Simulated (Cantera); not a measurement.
Cantera run, input and output.

```python
import numpy as np
import cantera as ct

gas = ct.Solution("gri30.yaml")
gas.TPX = 1600, 100000, {'CH3OH': 1, 'O2': 3.06, 'N2': 11.5, 'CO2': 2.4}
reactor = ct.IdealGasConstPressureReactor(gas, energy="on", clone=False)
net = ct.ReactorNet([reactor])
net.rtol, net.atol = 1e-08, 1e-16
show = ['CH3OH', 'O2', 'CO2', 'N2O', 'CH2CO']
times = np.geomspace(2e-06, 7, 16)

steps = ct.SolutionArray(gas, extra=["t"])
rows = []
print(f"{'t/s':>10s}{'T/K':>9s}{'P/Pa':>11s}" + "".join(f"{s:>11s}" for s in show))
for t in times:
    while net.time < t:
        t_next = net.step()
        steps.append(gas.state, t=t_next)
    rows.append([np.interp(t, steps.t, y) for y in (steps.T, steps.P, *steps(*show).X.T)])
    print(f"{t:10.3e}{rows[-1][0]:9.1f}{rows[-1][1]:11.4g}" + "".join(f"{x:11.3e}" for x in rows[-1][2:]))
rate = np.gradient(steps.T, steps.t)
print("integrator steps:", len(steps.t))
if steps.T.max() > steps.T[0] + 200:
    print(f"time of steepest temperature rise: {steps.t[rate.argmax()]:.4e} s")
gas.TPX = 1600, 100000, {'CH3OH': 1, 'O2': 3.06, 'N2': 11.5, 'CO2': 2.4}
gas.equilibrate("HP")
print(f"equilibrium (HP): T = {gas.T:.1f} K  " + "  ".join(f"{s} {gas[s].X[0]:.3e}" for s in show))
```

It prints:

```
       t/s      T/K       P/Pa      CH3OH         O2        CO2        N2O      CH2CO
 2.000e-06   1600.0      1e+05  5.563e-02  1.703e-01  1.336e-01  1.437e-11  3.673e-13
 5.461e-06   1599.9      1e+05  5.554e-02  1.703e-01  1.336e-01  1.371e-10  2.919e-12
 1.491e-05   1599.9      1e+05  5.520e-02  1.700e-01  1.336e-01  1.185e-09  3.652e-11
 4.072e-05   1602.1      1e+05  5.308e-02  1.688e-01  1.334e-01  1.031e-08  1.004e-09
 1.112e-04   1716.6      1e+05  2.208e-02  1.468e-01  1.299e-01  1.280e-07  1.527e-07
 3.037e-04   2171.5      1e+05  2.756e-18  9.175e-02  1.538e-01  3.613e-07  8.153e-20
 8.292e-04   2320.1      1e+05  3.479e-19  8.743e-02  1.690e-01  4.412e-07  1.374e-20
 2.264e-03   2354.4      1e+05  2.028e-19  8.624e-02  1.729e-01  4.341e-07  7.044e-21
 6.183e-03   2354.1      1e+05  1.998e-19  8.594e-02  1.730e-01  4.334e-07  6.887e-21
 1.688e-02   2352.1      1e+05  1.966e-19  8.522e-02  1.731e-01  4.338e-07  6.697e-21
 4.610e-02   2347.8      1e+05  1.899e-19  8.372e-02  1.733e-01  4.406e-07  6.299e-21
 1.259e-01   2343.0      1e+05  1.828e-19  8.207e-02  1.735e-01  4.565e-07  5.862e-21
 3.438e-01   2341.8      1e+05  1.810e-19  8.165e-02  1.735e-01  4.617e-07  5.754e-21
 9.388e-01   2341.8      1e+05  1.810e-19  8.165e-02  1.735e-01  4.617e-07  5.753e-21
 2.563e+00   2341.8      1e+05  1.810e-19  8.165e-02  1.735e-01  4.617e-07  5.753e-21
 7.000e+00   2341.8      1e+05  1.810e-19  8.165e-02  1.735e-01  4.617e-07  5.753e-21
integrator steps: 1688
time of steepest temperature rise: 1.3740e-04 s
equilibrium (HP): T = 2341.8 K  CH3OH 1.864e-19  O2 8.165e-02  CO2 1.735e-01  N2O 4.617e-07  CH2CO 7.480e-21
```

Detailed kinetics in Cantera: GRI-Mech 3.0 (53 species, 325 reactions). GRI-Mech 3.0 was tuned for natural gas; its chemistry of methanol as a main component is partial and can be far from experiment.
